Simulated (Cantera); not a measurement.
A closed system holds: 1 mol HMDSO, 6.2 mol O2, equilibrated at 523.15 K and 10.0 mbar.

Method: chemical equilibrium by Gibbs-energy minimisation in Cantera with the NASA 1993 tables (ideal gas, pure condensed phases). Candidate condensed phases: C, C6H6, C7H8, C8H18, H2O, Si, SiC, SiO2; 123 gas species. The feed counts by its element totals alone. The numbers say what is thermodynamically allowed, not how fast it happens.

Base state: H2O 0.551, CO2 0.207, CH4 0.131, H2 0.111, CO 0.000465 (mole fractions); condensed: C(graphite) + SiO2(α-quartz).

Task: What changes in the equilibrium state with this change: pressure from 10.0 mbar to 1.00 bar?

Result: 
```
species                before    after
-------------------  --------  -------
H2O                     0.551    0.617
CO2                     0.207    0.199
CH4                     0.131    0.171
H2                      0.111   0.0127
CO                   0.000465  4.56e-5
C(graphite), mol         2.71     2.58
SiO2(α-quartz), mol      2.00     2.00
```
